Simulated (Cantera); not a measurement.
Mixture: CH₄ : CO : O₂ : N₂ = 1 : 0.18 : 3.94 : 14.8 (molar parts), equivalence ratio 0.53, at 7500 Torr, adiabatic and at constant volume. Ignition delay is the time to a rise of 400 K.

Model: GRI-Mech 3.0 (53 species, 325 reactions), integrated in Cantera.

Predict: delay at 1150 K; delay at 1350 K; delay at 1550 K; delay at 1750 K; delay at 1950 K; apparent activation energy between 1750 and 1950 K.


| Item | Value |
|---|---|
| delay at 1150 K | 7.81 ms |
| delay at 1350 K | 0.645 ms |
| delay at 1550 K | 91.0 µs |
| delay at 1750 K | 19.5 µs |
| delay at 1950 K | 5.88 µs |
| apparent activation energy between 1750 and 1950 K | 170 kJ/mol |
